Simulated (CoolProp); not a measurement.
Model: reference Helmholtz-energy equation of state, Lemmon 2006, in CoolProp. It is a short technical equation, of lower accuracy than the large ones.

Task: For isopentane, give the phase and the density (kg/m³), isothermal compressibility (1/MPa), conductivity (mW/(m K)) at 192.35 °C and 4.2 MPa.

Result: 
- 192.35 °C and 4.2 MPa: supercritical; density 344, isothermal compressibility 0.167, conductivity 58.2

Thermal conductivity comes from a separate model (Vassiliou 2015).
